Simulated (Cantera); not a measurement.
# Thermodynamics of silicon carbide growth, feed (CH3)2SiCl2 + CH4 + H2

A closed system holds: 1 mol (CH3)2SiCl2, 0.043 mol CH4, 90 mol H2, equilibrated at 1050 °C and 10.0 mbar.

These are equilibrium values from Cantera (NASA tables, ideal gas, pure condensed phases), not measurements of a reactor. Candidate condensed phases: C, C6H6, C7H8, C8H18, Si, SiC; 109 gas species. The feed counts by its element totals alone. Kinetics and transport are ignored.

```json
{
  "x(H2)": "0.979",
  "x(HCl)": "0.0212",
  "x(CH4)": "6.50e-5",
  "x(H)": "1.57e-5",
  "x(SiCl2)": "4.20e-6",
  "n(C(graphite))": "1.04 mol",
  "n(SiC(s))": "1.000 mol",
  "gas_amount": "94.08 mol",
  "log10 activity of Si(s) (absent)": "-2.48"
}
```
